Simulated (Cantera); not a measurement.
Input: 1 mol Si₃H₈, 0.052 mol Cl₂, 43 mol N₂, at 1025 K and 1.33 mbar.

Method: chemical equilibrium by Gibbs-energy minimisation in Cantera with the NASA 1993 tables (ideal gas, pure condensed phases). Candidate condensed phases: NH₄Cl, Si, Si₃N₄; 28 gas species. The feed counts by its element totals alone. N₂ is the only nitrogen source here; it is nearly inert below about 1500 K, so the nitride shown seldom forms there in practice. Equilibrium is a limit: real reactors are often held back by kinetics, nucleation or transport.

Base state: N₂ 0.910, H₂ 0.0876, HCl 0.00231 (mole fractions); condensed: Si₃N₄(s).

Question: What changes in the equilibrium state with this change: 0.3 mol HF added?

Answer: 
```json
[
 {"species": "N₂", "before": "0.910", "after": "0.906"},
 {"species": "H₂", "before": "0.0876", "after": "0.0903"},
 {"species": "HCl", "before": "0.00231", "after": "0.00229"},
 {"species": "SiF₄", "before": "0", "after": "0.00161"},
 {"species": "HF", "before": "0", "after": "0.000168"},
 {"species": "Si₃N₄(s), mol", "before": "1.00", "after": "0.976"}
]
```
